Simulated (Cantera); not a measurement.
Feed: 1 mol SiHCl3, 0.54 mol NH3, equilibrated at 475 °C and 750 Torr.

These are equilibrium values from Cantera (NASA tables, ideal gas, pure condensed phases), not measurements of a reactor. Candidate condensed phases: NH4Cl, Si, Si3N4; 28 gas species. Equilibrium is a limit: real reactors are often held back by kinetics, nucleation or transport.

Base state: H2 0.483, SiCl4 0.284, HCl 0.223, N2 0.00975, SiHCl3 0.000272, NH3 0.000173 (mole fractions); condensed: Si3N4(s).

What changes in the equilibrium state with this change: NH3 from 0.54 to 1.8 mol?


| species | before | after |
|---|---|---|
| H2 | 0.483 | 0.536 |
| HCl | 0.223 | 0.264 |
| N2 | 0.00975 | 0.109 |
| SiCl4 | 0.284 | 0.0908 |
| NH3 | 0.000173 | 0.000676 |
| SiHCl3 | 0.000272 | 8.13e-5 |
| Si3N4(s), mol | 0.124 | 0.188 |
